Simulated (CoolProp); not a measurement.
Vapour pressure (kPa) of n-perfluoropentane: the reference equation beside estimates from Tc = 421.0 K, pc = 2063 kPa, ω = 0.436. Clausius-Clapeyron is anchored at 270.1 K with a constant enthalpy of vaporisation of 28.68 kJ/mol.

Computed with CoolProp (reference Helmholtz-energy equation of state, Gao 2022).

```tsv
T (K)	reference	Lee-Kesler	Clausius-Clapeyron
236.4	3.792	3.727	4.200
247.6	7.721	7.613	8.128
258.9	14.66	14.51	14.93
270.1	25.95	25.77	25.95
281.4	43.62	43.49	43.33
292.6	69.57	69.56	69.28
303.9	106.8	107.0	107.4
315.1	157.5	158.1	160.8
326.4	225.8	226.8	234.9
337.6	313.7	315.3	333.6
348.9	426.7	428.9	464.4
360.1	566.6	569.4	631.6
```

Absolute difference from the reference over all 12 rows, mean and median: Lee-Kesler 0.6 and 0.5 %, Clausius-Clapeyron 4.4 and 3.1 %.
